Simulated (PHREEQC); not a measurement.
Solution (25 °C): 11 mmol/kgw NiSO4, 0.71 mmol/kgw NaOH and 19 mmol/kgw H2SO4. Closed to the air; pH follows from the charge balance.

Computed with PHREEQC (ion-association model, wateq4f.dat).

Problem. The ionic strength comes out as 0.0597 mol/kgw. What activity coefficients do Ni+2, HSO4-, Na+, H+, Ni(SO4)2-2 get?

Solution. Ni+2 0.43, HSO4- 0.81, Na+ 0.81, H+ 0.85, Ni(SO4)2-2 0.43.

Precipitation was switched off in this run. Complexes and solids missing from the database can't appear.
